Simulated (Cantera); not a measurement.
# Metals in furnace atmospheres: Cu + H2O + CO

Charge: 1 mol Cu, 6.8 mol H2O, 2.4 mol CO, equilibrated at 110 Pa.

Method: chemical equilibrium by Gibbs-energy minimisation in Cantera with the NASA 1993 tables (ideal gas, pure condensed phases). Candidate condensed phases: C, C6H6, C7H8, C8H18, Cu, CuO, Cu(OH)2, Cu2O, H2O; 113 gas species. Kinetics and transport are ignored.

| T (K) | log p H2O | log p CO2 | log p H2 | log p CO | log p Cu | log p H | log p OH | n Cu(s) | n Cu(l) |
|---|---|---|---|---|---|---|---|---|---|
| 1075 | -3.22 | -3.67 | -3.67 | -4.14 | -9.59 | -9.67 | -11.64 | 1.000 | 0 |
| 1150 | -3.22 | -3.69 | -3.69 | -4.09 | -8.54 | -8.97 | -10.72 | 1.000 | 0 |
| 1225 | -3.21 | -3.71 | -3.71 | -4.04 | -7.62 | -8.36 | -9.90 | 1.000 | 0 |
| 1300 | -3.20 | -3.73 | -3.73 | -4.00 | -6.80 | -7.82 | -9.18 | 0.999 | 0 |
| 1375 | -3.20 | -3.74 | -3.74 | -3.97 | -6.08 | -7.34 | -8.54 | 0 | 0.993 |
| 1450 | -3.20 | -3.76 | -3.76 | -3.95 | -5.46 | -6.90 | -7.96 | 0 | 0.971 |
| 1525 | -3.20 | -3.78 | -3.78 | -3.93 | -4.91 | -6.52 | -7.44 | 0 | 0.895 |
| 1600 | -3.20 | -3.80 | -3.80 | -3.92 | -4.40 | -6.17 | -6.97 | 0 | 0.654 |
| 1675 | -3.23 | -3.84 | -3.85 | -3.94 | -3.97 | -5.86 | -6.56 | 0 | 0 |
| 1750 | -3.23 | -3.85 | -3.86 | -3.93 | -3.97 | -5.56 | -6.16 | 0 | 0 |
| 1825 | -3.23 | -3.87 | -3.87 | -3.92 | -3.97 | -5.29 | -5.80 | 0 | 0 |
log p: log10 of the partial pressure in bar; n: condensed amount in mol.

From 1075 K to 1300 K the condensed part is Cu(s). From 1375 K to 1600 K the condensed part is Cu(l). From 1675 K to 1825 K nothing is condensed. The main Cu-bearing gas is Cu throughout.
